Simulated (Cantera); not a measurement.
**Adiabatic ignition**

An adiabatic, constant-pressure homogeneous reactor starts with CH₄ : H₂ : O₂ : N₂ = 1 : 0.079 : 1.36 : 5.11 (molar parts), at 975 K and 533 Torr.

Model: GRI-Mech 3.0 (53 species, 325 reactions), integrated in Cantera. Below about 1000 K GRI-Mech 3.0 lacks low-temperature oxidation paths.

```csv
t (s),T (K),x CH₄,x H₂,x O₂,x CH₂,x NO₂
8.00e-6,975,0.132,0.0105,0.180,<1e-12,<1e-12
2.15e-5,975,0.132,0.0105,0.180,<1e-12,<1e-12
5.76e-5,975,0.132,0.0105,0.180,<1e-12,<1e-12
0.000155,975,0.132,0.0105,0.180,<1e-12,<1e-12
0.000415,975,0.132,0.0105,0.180,<1e-12,<1e-12
0.00111,975,0.132,0.0105,0.180,<1e-12,<1e-12
0.00299,975,0.132,0.0105,0.180,<1e-12,<1e-12
0.00803,975,0.132,0.0105,0.180,<1e-12,<1e-12
0.0215,975,0.132,0.0105,0.180,<1e-12,<1e-12
0.0578,976,0.132,0.0104,0.180,<1e-12,<1e-12
0.155,978,0.132,0.0104,0.180,<1e-12,<1e-12
0.416,1001,0.129,0.0106,0.177,2.15e-12,<1e-12
1.12,2392,<1e-12,0.0765,8.66e-5,<1e-12,5.83e-9
3.00,2392,<1e-12,0.0765,8.66e-5,<1e-12,5.83e-9
```
x: mole fraction; the columns are a selection and need not sum to one.

```
Quantity                                                            Result
---------------------------------  ---------------------------------------
time of steepest temperature rise                                  0.513 s
temperature at 3.00 s                                               2392 K
equilibrium temperature                                             2392 K
x(CH₄) at 3.00 s                     <1e-12 (gas-phase equilibrium <1e-12)
x(H₂) at 3.00 s                      0.0765 (gas-phase equilibrium 0.0765)
x(O₂) at 3.00 s                    8.66e-5 (gas-phase equilibrium 8.66e-5)
```
